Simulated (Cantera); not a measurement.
An isothermal, constant-pressure homogeneous reactor starts with 30.3 % CH₄, 69.7 % CO₂, at 1475 K and 10.0 bar.

Cantera simulation using GRI-Mech 3.0 (53 species, 325 reactions); the numbers are that mechanism's predictions, not measurements.

One state of this run: x CH₄ = 0.0630; x CO₂ = 0.260; x H₂O = 0.181; x C₂H₄ = 0.0107; x H₂O₂ = <1e-12; x CO = 0.354; x C₂H₂ = 0.0291. x: mole fraction; the columns are a selection and need not sum to one.

Question: Which value of t (s) does it belong to?
(A) 0.00362
(B) 3.28
(C) 0.0141
(D) 0.841

Answer: B, 3.28
